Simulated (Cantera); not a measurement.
What does this Cantera script print?

```python
import numpy as np
import cantera as ct

gas = ct.Solution("h2o2.yaml")
gas.TPX = 498, 1000000, {'H2': 1, 'O2': 0.685, 'N2': 2.58}
flame = ct.FreeFlame(gas, width=0.008)
flame.set_refine_criteria(ratio=3, slope=0.08, curve=0.16)
flame.transport_model = "mixture-averaged"
flame.solve(loglevel=0, auto=True)
flame.transport_model = "multicomponent"
flame.soret_enabled = False
flame.solve(loglevel=0, refine_grid=True)
z, T = flame.grid, flame.T
thick = (T[-1] - T[0]) / np.gradient(T, z).max()
show = ['H2', 'O2', 'H2O2', 'OH', 'O', 'HO2']
print(f"laminar burning velocity  {flame.velocity[0] * 100:.3f} cm/s")
print(f"burnt temperature         {T[-1]:.1f} K")
print(f"thermal thickness         {thick * 1e3:.4f} mm")
print(f"grid points               {len(z)}")
z0 = z[flame.heat_release_rate.argmax()]
print(f"{'z/mm':>9s}{'T/K':>9s}{'u/(m/s)':>9s}" + "".join(f"{s:>11s}" for s in show))
rows = []
for k in (-3, -2, -1.5, -1, -0.5, -0.25, 0, 0.25, 0.5, 1, 2, 4, 8):
    zz = z0 + k * thick
    rows.append([k * thick, np.interp(zz, z, T), np.interp(zz, z, flame.velocity),
                 *(np.interp(zz, z, flame.X[gas.species_index(s)]) for s in show)])
    print(f"{rows[-1][0] * 1e3:9.3f}{rows[-1][1]:9.1f}{rows[-1][2]:9.3f}" + "".join(f"{x:11.3e}" for x in rows[-1][3:]))
```

Output:

```
laminar burning velocity  166.868 cm/s
burnt temperature         2175.7 K
thermal thickness         0.0299 mm
grid points               110
     z/mm      T/K  u/(m/s)         H2         O2       H2O2         OH          O        HO2
   -0.090    498.2    1.666  2.327e-01  1.610e-01  3.378e-08  1.385e-12  8.110e-11  8.265e-08
   -0.060    499.6    1.661  2.280e-01  1.619e-01  3.622e-07  2.618e-11  1.386e-09  8.794e-07
   -0.045    503.8    1.661  2.203e-01  1.635e-01  1.866e-06  2.431e-10  9.765e-09  4.536e-06
   -0.030    529.0    1.704  1.992e-01  1.668e-01  1.694e-05  9.506e-09  1.196e-07  4.309e-05
   -0.015    755.9    2.316  1.408e-01  1.636e-01  1.955e-04  2.884e-05  1.353e-05  7.832e-04
   -0.007   1117.1    3.352  9.616e-02  1.423e-01  2.446e-04  5.813e-04  2.825e-04  1.058e-03
    0.000   1505.6    4.481  5.376e-02  1.085e-01  2.975e-05  2.526e-03  1.603e-03  5.833e-04
    0.007   1762.0    5.236  2.639e-02  8.048e-02  5.623e-06  5.805e-03  2.964e-03  2.904e-04
    0.015   1907.0    5.661  1.396e-02  6.618e-02  3.855e-06  8.204e-03  3.274e-03  1.589e-04
    0.030   2042.1    6.049  6.217e-03  5.756e-02  2.454e-06  8.835e-03  2.389e-03  6.820e-05
    0.060   2126.8    6.282  2.519e-03  5.509e-02  1.433e-06  6.626e-03  1.055e-03  2.529e-05
    0.120   2163.3    6.379  8.777e-04  5.476e-02  8.351e-07  4.245e-03  3.887e-04  9.854e-06
    0.240   2174.1    6.407  4.066e-04  5.486e-02  6.287e-07  3.114e-03  2.006e-04  6.137e-06
```

Cantera simulation using the H2/O2 subset of GRI-Mech 3.0, which has no nitrogen chemistry; the numbers are that mechanism's predictions, not measurements. The hydrogen kinetics of GRI-Mech 3.0 are dated; newer H2 mechanisms differ, most at raised pressure. Burning velocities carry a grid error of a few per cent, more on coarse grids.
